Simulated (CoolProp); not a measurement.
Vapour-liquid equilibrium of propylene (1) + R115 (2) at 278.8 K; x and y are mole fractions of (1).

Values from CoolProp's multi-fluid Helmholtz-energy mixture model, Lemmon 2013 and Lemmon 2016; pair parameters Bell 2016.

```
x      bubble pressure (MPa)  y at the bubble point  dew pressure at overall composition x (MPa)  liquid density (mol/L)
-----  ---------------------  ---------------------  -------------------------------------------  ----------------------
0.05                  0.5583                  0.097                                       0.5416                   9.014
0.125                 0.6042                  0.218                                       0.5684                   9.191
0.2                   0.6439                  0.315                                       0.5971                   9.379
0.275                 0.6772                  0.395                                       0.6272                   9.581
0.35                  0.7042                  0.462                                       0.6584                   9.798
0.425                 0.7253                  0.520                                       0.6894                   10.03
0.5                   0.7409                  0.572                                       0.7183                   10.29
0.575                 0.7515                  0.620                                       0.7417                   10.57
0.65                  0.7573                  0.667                                       0.7558                   10.88
0.725                 0.7581                  0.716                                       0.7576                   11.22
0.8                   0.7528                  0.771                                       0.7478                   11.60
0.875                 0.7396                  0.837                                       0.7295                   12.01
0.95                  0.7148                  0.923                                       0.7061                   12.46
```

y crosses x between x = 0.65 and 0.725: the model has an azeotrope there.

Pair parameters are fitted to limited data, so mixtures are less certain than the pure fluids.
